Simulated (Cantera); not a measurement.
# Boron, boron nitride and boron oxide: B + NH₃ + H₂

Input: 1 mol B, 15 mol NH₃, 2.6 mol H₂, at 1777 °C and 13300 Pa.

Method: chemical equilibrium by Gibbs-energy minimisation in Cantera with the NASA 1993 tables (ideal gas, pure condensed phases). Candidate condensed phases: B, BN; 15 gas species. The tables' values for BH₂ are old estimates; treat these amounts as uncertain. Rates play no part.

```
Property                            Result
-------------------------------  ---------
x(H₂)                                0.777
x(N₂)                                0.217
x(H)                               0.00548
x(BH₂)                             4.41e-5
n(BN(s))                         0.999 mol
gas amount                       32.19 mol
log10 activity of B(s) (absent)      -1.04
```
